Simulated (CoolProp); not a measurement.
Vapour-liquid equilibrium of n-butane (1) + benzene (2) at 0.222 MPa; x and y are mole fractions of (1).

Values from CoolProp's multi-fluid Helmholtz-energy mixture model, Bücker 2006 and Thol 2012; pair parameters Bell 2016.

```tsv
x	bubble temperature, mixture model (°C)	bubble temperature, Raoult's law (°C)	y, mixture model	y, Raoult's law
0.05	94.3	95.7	___	0.316
0.2	64.7	70.2	0.763	0.733
0.35	___	54.4	___	0.875
0.5	38.8	43.4	0.937	0.937
0.65	32.6	35.3	___	0.968
0.8	___	28.8	0.979	0.986
0.95	23.6	23.6	0.994	0.997
```

Some entries are withheld; supply them.


- 0.05, y, mixture model: 0.327
- 0.35, bubble temperature, mixture model (°C): 48.3
- 0.35, y, mixture model: 0.889
- 0.65, y, mixture model: 0.962
- 0.8, bubble temperature, mixture model (°C): 27.9

The largest gap from Raoult's law is -6.1 K in bubble temperature, at x = 0.35. No azeotrope shows between x = 0.05 and 0.95.

The pair parameters rest on a limited set of measurements; away from them the model extrapolates.
